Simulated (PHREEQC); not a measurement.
Solution (25 °C): 2.3 mmol/kgw CuCl2 and 0.064 mmol/kgw H2SO4. Closed to the air; pH follows from the charge balance.

All values are PHREEQC results (ion-association model, phreeqc.dat), not measurements.

```tsv
quantity	before	after
pH	3.93	3.90
SO4-2 (mol/kgw)	5.15e-5	6.33e-5
HSO4- (mol/kgw)	4.57e-7	7.35e-7
```

**Question.** What was changed between the two runs?
A) H2SO4 from 6.4e-05 to 5.76e-05 mol/kgw
B) CuCl2 left out
C) CuCl2 replaced by BaCl2 at the same molality

**Answer.** B, CuCl2 left out

Precipitation was switched off in this run.
